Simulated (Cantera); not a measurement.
# Hydrocarbon pyrolysis for carbon deposition

A perfectly stirred reactor is fed with 3.50 % C2H6, 96.5 % N2, at 750 Torr; it is held at 1873 K, and followed from long to short residence time.

Model: GRI-Mech 3.0 (53 species, 325 reactions), integrated in Cantera. GRI-Mech 3.0 stops at C3 and has no aromatics, soot or wall deposition, so with more carbon than oxygen in the feed, carbon stays in small species such as C2H2 where larger ones or solid carbon would form.

```
τ (s)     x C2H6    x H2       x H    x CH2  x C2H2
------  --------  ------  --------  -------  ------
6.0      8.91e-8  0.0646  0.000168  7.54e-8  0.0322
2.1      2.50e-7  0.0641  0.000171  1.27e-7  0.0321
0.76     6.78e-7  0.0634  0.000175  2.14e-7  0.0320
0.27     1.86e-6  0.0624  0.000183  3.68e-7  0.0317
0.097    4.99e-6  0.0610  0.000196  6.41e-7  0.0312
0.035    1.30e-5  0.0593  0.000219  1.14e-6  0.0306
0.012    3.47e-5  0.0571  0.000258  2.13e-6  0.0298
0.0044   8.49e-5  0.0548  0.000311  3.84e-6  0.0289
0.0016  0.000206  0.0520  0.000380  6.85e-6  0.0275
```
x: mole fraction; the columns are a selection and need not sum to one.
